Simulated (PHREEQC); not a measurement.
A solution holds 0.0051 mol/kgw CuCl2, 0.25 mol/kgw H2SO4 and 0.00015 mol/kgw FeCl3, at 25 °C. Closed to the air; pH follows from the charge balance.

All values are PHREEQC results (ion-association model, wateq4f.dat), not measurements.

| quantity | before | after |
|---|---|---|
| pH | 0.66 | 0.39 |
| ionic strength (mol/kgw) | 0.321 | 0.592 |
| HSO4- (mol/kgw) | 0.219 | 0.459 |
| SO4-2 (mol/kgw) | 0.0293 | 0.0393 |
| Cu+2 (mol/kgw) | 0.00366 | 0.00384 |
| CuSO4 (mol/kgw) | 0.00141 | 0.00123 |
| SI of Chalcanthite (CuSO4:5H2O) | -2.51 | -2.56 |
| SI of Goethite (FeOOH) | -3.33 | -4.34 |

Q: Which change was made?
(A) H2SO4 from 0.25 to 0.5 mol/kgw
(B) CuCl2 from 0.0051 to 0.00102 mol/kgw
(C) 0.017 mol/kgw Al(NO3)3 added
(D) diluted 5-fold with water

A: A, H2SO4 from 0.25 to 0.5 mol/kgw

No solid was allowed to form.
